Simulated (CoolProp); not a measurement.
Properties of 1,2-dichloroethane along the isotherm 115.65 °C (Tc = 288.4 °C, pc = 5.226 MPa, ω = 0.269).

Model: reference Helmholtz-energy equation of state, Thol 2015, in CoolProp.

| p (MPa) | phase | density (kg/m³) | isothermal compressibility (1/MPa) |
|---|---|---|---|
| 0.201 | gas | [?] | 5.223 |
| 0.402 | liquid | 1104 | 0.001896 |
| 0.603 | liquid | 1104 | 0.001887 |
| 0.804 | liquid | 1104 | [?] |
| 1.01 | liquid | 1105 | 0.001870 |
| 1.21 | liquid | 1105 | [?] |
| 1.41 | liquid | 1106 | 0.001854 |
| 1.61 | liquid | 1106 | 0.001846 |
| 1.81 | liquid | 1107 | [?] |
| 2.01 | liquid | 1107 | 0.001830 |
| 2.21 | liquid | 1107 | 0.001822 |
| 2.41 | liquid | 1108 | [?] |
| 2.61 | liquid | 1108 | [?] |

### Question
Some entries are withheld; supply them.

### Answer

- 0.201, density (kg/m³): 6.446
- 0.804, isothermal compressibility (1/MPa): 0.001879
- 1.21, isothermal compressibility (1/MPa): 0.001862
- 1.81, isothermal compressibility (1/MPa): 0.001838
- 2.41, isothermal compressibility (1/MPa): 0.001815
- 2.61, isothermal compressibility (1/MPa): 0.001807
